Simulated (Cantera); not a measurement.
Input: 1 mol V, 0.022 mol O2, 6.7 mol N2O, at 2373 K and 0.133 bar.

Method: chemical equilibrium by Gibbs-energy minimisation in Cantera with the NASA 1993 tables (ideal gas, pure condensed phases). Candidate condensed phases: V, VN, VO, V2O3, V2O4, V2O5; 13 gas species. Equilibrium is a limit: real reactors are often held back by kinetics, nucleation or transport.

Base state: N2 0.654, O2 0.221, VO2 0.0988, NO 0.0170, O 0.00965, VO 2.10e-5 (mole fractions); condensed: gas only.

Task: What changes in the equilibrium state with this change: pressure from 0.133 bar to 1.33 mbar?

Result: 
| species | before | after |
|---|---|---|
| N2 | 0.654 | 0.629 |
| O2 | 0.221 | 0.175 |
| VO2 | 0.0988 | 0.0948 |
| O | 0.00965 | 0.0859 |
| NO | 0.0170 | 0.0148 |
| VO | 2.10e-5 | 0.000227 |
